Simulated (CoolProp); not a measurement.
Vapour-liquid equilibrium of carbon dioxide (1) + n-perfluorobutane (2) at 243.2 K; x and y are mole fractions of (1).

Computed with CoolProp (multi-fluid Helmholtz-energy mixture model, Span 1996 and Gao 2022; pair parameters Bell 2016).

```tsv
x	bubble pressure, mixture model (kPa)	bubble pressure, Raoult's law (kPa)	y, mixture model	y, Raoult's law
0.05	127.2	98.18	…	0.728
0.2	…	308.5	0.943	0.927
0.35	…	518.8	…	0.965
0.5	…	729.1	0.974	0.981
0.65	1032	939.4	0.979	0.990
0.8	…	1150	0.985	0.995
0.95	…	1360	0.996	0.999
```

**Question.** Some entries are withheld; supply them.

**Answer.** 
- 0.05, y, mixture model: 0.781
- 0.2, bubble pressure, mixture model (kPa): 467.8
- 0.35, bubble pressure, mixture model (kPa): 746.1
- 0.35, y, mixture model: 0.966
- 0.5, bubble pressure, mixture model (kPa): 916.2
- 0.8, bubble pressure, mixture model (kPa): 1162
- 0.95, bubble pressure, mixture model (kPa): 1352

The largest gap from Raoult's law is +51.6 % in bubble pressure, at x = 0.2. No azeotrope shows between x = 0.05 and 0.95.

The pair parameters rest on a limited set of measurements; away from them the model extrapolates. The gap from Raoult's law changes sign with composition, which may be real or a fault of the pair parameters; it wasn't checked against measurements. With so large a gap from Raoult's law the liquid may split in two, which this calculation doesn't test in full.
